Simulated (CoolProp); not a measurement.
A closed Brayton cycle with nitrogen: compressor inlet 329.15 K and 5.3 MPa, high pressure 12.1 MPa, turbine inlet 745 K, compressor efficiency 0.85, turbine efficiency 0.9, recuperator effectiveness 0.95 (on enthalpy, no pinch check). Each further row changes one setting.

Values from CoolProp's reference Helmholtz-energy equation of state, Span 2000.

```json
[
 {"case": "as stated", "thermal efficiency (%)": "25.6", "net work (kJ/kg)": "42.3", "compressor to turbine work": "0.72", "compressor exit (K)": "433.3", "turbine exit (K)": "609.7"},
 {"case": "turbine inlet 695 K", "thermal efficiency (%)": "20.9", "net work (kJ/kg)": "32.0", "compressor to turbine work": "0.77", "compressor exit (K)": "433.3", "turbine exit (K)": "567.5"},
 {"case": "compressor inlet 339.15 K", "thermal efficiency (%)": "23.6", "net work (kJ/kg)": "38.8", "compressor to turbine work": "0.75", "compressor exit (K)": "446.4", "turbine exit (K)": "609.7"},
 {"case": "high pressure 10.3 MPa", "thermal efficiency (%)": "27.7", "net work (kJ/kg)": "38.9", "compressor to turbine work": "0.69", "compressor exit (K)": "411.0", "turbine exit (K)": "634.1"},
 {"case": "recuperator effectiveness 0.5", "thermal efficiency (%)": "16.8", "net work (kJ/kg)": "42.3", "compressor to turbine work": "0.72", "compressor exit (K)": "433.3", "turbine exit (K)": "609.7"}
]
```
